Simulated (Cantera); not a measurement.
A closed system holds: 1 mol Si, 1.1 mol Cl2, 2.1 mol H2, at 1098 K and 1900000 Pa.

Cantera equilibrium calculation (NASA polynomials, part measured and part estimated; ideal gas, pure solids and liquids). Candidate condensed phases: Si; 19 gas species. The tables' values for SiCl3 are old estimates; treat these amounts as uncertain. The numbers say what is thermodynamically allowed, not how fast it happens.

Base state: H2 0.741, SiCl4 0.117, SiHCl3 0.115, SiH2Cl2 0.0134, HCl 0.0110, SiCl3 0.00167, SiH3Cl 0.000414, SiCl2 0.000334 (mole fractions); condensed: Si(s).

What changes in the equilibrium state with this change: temperature from 1098 K to 848.15 K?


```tsv
species	before	after
H2	0.741	0.747
SiHCl3	0.115	0.124
SiCl4	0.117	0.116
HCl	0.0110	0.00113
SiH2Cl2	0.0134	0.0117
SiCl2	0.000334	2.03e-6
SiCl3	0.00167	5.71e-5
SiH3Cl	0.000414	0.000261
Si(s), mol	0.364	0.356
```

What changes in the equilibrium state with this change: Si replaced by SiCl4?


```
species       before    after
----------  --------  -------
HCl           0.0110    0.525
H2             0.741    0.237
SiCl4          0.117    0.236
SiH2Cl2       0.0134  1.21e-6
SiHCl3         0.115  0.00155
SiH3Cl      0.000414    <1e-9
SiCl2       0.000334  9.51e-8
Si(s), mol     0.364        0
```
